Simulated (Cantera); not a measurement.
A perfectly stirred reactor is fed with 96.1 % N₂O, 3.94 % O₂, at 0.230 bar; it is held at 1275 K, and followed from long to short residence time.

Cantera simulation using GRI-Mech 3.0 (53 species, 325 reactions); the numbers are that mechanism's predictions, not measurements. GRI-Mech 3.0 was tuned for natural gas; its chemistry of N2O as a main component is partial and can be far from experiment. The mechanism lacks the step 2 NO + O2 → 2 NO2, which can matter for NO2 below about 1400 K. The temperature is held fixed by assumption; the heat of reaction is taken as removed at once.

x: mole fraction; the columns are a selection and need not sum to one.

```json
[
 {"τ (s)": "9.6", "x N₂O": "0.129", "x O₂": "0.277", "x NO₂": "[?]", "x NO": "0.0637", "x O": "3.82e-6", "x N₂": "0.530"},
 {"τ (s)": "3.3", "x N₂O": "0.281", "x O₂": "0.231", "x NO₂": "[?]", "x NO": "0.0578", "x O": "4.61e-6", "x N₂": "0.430"},
 {"τ (s)": "1.1", "x N₂O": "0.521", "x O₂": "0.162", "x NO₂": "[?]", "x NO": "0.0394", "x O": "5.08e-6", "x N₂": "0.277"},
 {"τ (s)": "0.38", "x N₂O": "0.741", "x O₂": "0.101", "x NO₂": "[?]", "x NO": "0.0201", "x O": "5.28e-6", "x N₂": "0.138"},
 {"τ (s)": "0.13", "x N₂O": "0.871", "x O₂": "0.0642", "x NO₂": "[?]", "x NO": "0.00821", "x O": "5.36e-6", "x N₂": "0.0561"},
 {"τ (s)": "0.045", "x N₂O": "0.928", "x O₂": "0.0486", "x NO₂": "[?]", "x NO": "0.00304", "x O": "5.39e-6", "x N₂": "0.0207"},
 {"τ (s)": "0.015", "x N₂O": "0.949", "x O₂": "0.0426", "x NO₂": "[?]", "x NO": "0.00104", "x O": "5.39e-6", "x N₂": "0.00707"},
 {"τ (s)": "0.0053", "x N₂O": "0.957", "x O₂": "0.0405", "x NO₂": "[?]", "x NO": "0.000369", "x O": "5.38e-6", "x N₂": "0.00251"},
 {"τ (s)": "0.0018", "x N₂O": "0.959", "x O₂": "0.0398", "x NO₂": "[?]", "x NO": "0.000125", "x O": "5.34e-6", "x N₂": "0.000853"},
 {"τ (s)": "0.00062", "x N₂O": "0.960", "x O₂": "0.0396", "x NO₂": "[?]", "x NO": "4.21e-5", "x O": "5.22e-6", "x N₂": "0.000291"}
]
```

Question: Fill in the missing entries.

Answer: 
- 9.6, x NO₂: 0.000154
- 3.3, x NO₂: 0.000136
- 1.1, x NO₂: 8.95e-5
- 0.38, x NO₂: 4.35e-5
- 0.13, x NO₂: 1.61e-5
- 0.045, x NO₂: 4.75e-6
- 0.015, x NO₂: 1.01e-6
- 0.0053, x NO₂: 1.75e-7
- 0.0018, x NO₂: 2.32e-8
- 0.00062, x NO₂: 2.79e-9
